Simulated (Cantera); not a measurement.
A Cantera script and what it prints.

```python
import numpy as np
import cantera as ct

gas_names = """
    H HNO HNO2 HNO3 HO2 H2 H2O H2O2 N NH NH2 NH3 NH2OH NO NO2 NO3 N2 N2H2 N2H4 N2O O OH O2 O3 Si SiH
    SiH2 SiH3 SiH4 SiN SiO SiO2 Si2 Si2N Si3
""".split()
cond_names = """
    H2O(s) H2O(L) Si(cr) Si(L) SiO2(Lqz) SiO2(hqz) SiO2(L) Si2N2O(s) Si3N4(a)
""".split()


def load(file, names, dense=False):
    # The tables refer to 1 bar. Condensed volumes are neglected.
    table = {s.name: s for s in ct.Species.list_from_file(file)}
    out = []
    for n in names:
        d = dict(table[n].input_data)
        d["thermo"] = dict(d["thermo"], **{"reference-pressure": 1e5})
        if dense:
            d["equation-of-state"] = {"model": "constant-volume", "density": "1e6 g/cm^3"}
        out.append(ct.Species.from_dict(d))
    return out


gas = ct.Solution(thermo="ideal-gas", species=load("nasa_gas.yaml", gas_names))
cond = {s.name: ct.Solution(thermo="fixed-stoichiometry", species=[s], name=s.name)
        for s in load("nasa_condensed.yaml", cond_names, dense=True)}
atoms = {
    'Si3N4': {'Si': 3, 'N': 4},
    'H2O': {'H': 2, 'O': 1},
    'H2': {'H': 2},
}
top_T = {'Si2N2O(s)': 2100, 'Si3N4(a)': 2400}  # K; cautious upper limits of use, not melting points


def equilibrate(T, P, feed):
    n = {}
    for name, mol in feed.items():
        for a, k in atoms[name].items():
            n[a] = n.get(a, 0.0) + k * mol
    gas.TPX = T, P, n
    mass = sum(n.values()) * gas.mean_molecular_weight
    gas.equilibrate("TP")
    valid = [c for c in cond.values() if c.min_temp <= T <= top_T.get(c.name, c.max_temp)]
    mix = ct.Mixture([(gas, mass / gas.mean_molecular_weight)] + [(c, 0.0) for c in valid])
    mix.T, mix.P = T, P
    mix.equilibrate("TP", solver="vcs", rtol=1e-11, max_steps=5000)
    return mix


results = []
feed = {'Si3N4': 1, 'H2O': 0.0013, 'H2': 2.1}  # mol
T = 1275  # K
for P in [0.1, 0.75, 5.6, 42, 320, 2400, 18000, 130000, 1000000]:
    mix = equilibrate(T, P, feed)
    results.append((T, P, feed, dict(zip(mix.species_names, mix.species_moles))))

top = {s: max(r[3][s] / sum(r[3][g] for g in gas_names) for r in results) for s in gas_names}
cols = sorted((s for s in top if top[s] > 0.0001), key=lambda s: -top[s])[:5]
seen = [c for c in cond_names if any(r[3].get(c, 0) > 1e-12 for r in results)]
print("log10 of partial pressures in bar; condensed amounts in mol")
print(f"{'P/Pa':>10s}" + "".join(f"{s[:9]:>10s}" for s in cols + seen))
for T, P, feed, n in results:
    ng = sum(n[g] for g in gas_names)
    print(f"{P:10.4g}" + "".join(f"{np.log10(max(n[s] / ng * P / 1e5, 1e-99)):10.3f}" for s in cols)
          + "".join(f"{n.get(c, 0):10.4g}" for c in seen))
```

It prints:

```
log10 of partial pressures in bar; condensed amounts in mol
      P/Pa        H2        N2         H       SiO    Si(cr) Si2N2O(s)  Si3N4(a)
       0.1    -6.128    -6.595    -9.196    -9.336     1.074         0    0.6417
      0.75    -5.140    -6.595    -8.703    -8.868    0.1097 0.0009069    0.9627
       5.6    -4.254    -6.595    -8.259    -8.868   0.01369  0.001249    0.9946
        42    -3.377    -6.595    -7.821    -8.868  0.001254  0.001293    0.9987
       320    -2.495    -6.180    -7.380    -9.006         0  0.001299    0.9991
      2400    -1.620    -5.306    -6.942    -9.298         0    0.0013    0.9991
   1.8e+04    -0.745    -4.431    -6.505    -9.589         0    0.0013    0.9991
   1.3e+05     0.114    -3.574    -6.076    -9.875         0    0.0013    0.9991
     1e+06     1.000    -2.706    -5.632   -10.164         0    0.0013    0.9991
```

Equilibrium computed with Cantera from the NASA thermochemical tables; the gas is ideal and each condensed phase is pure. Mutual solubility and eutectic melting of coexisting phases are not modelled.
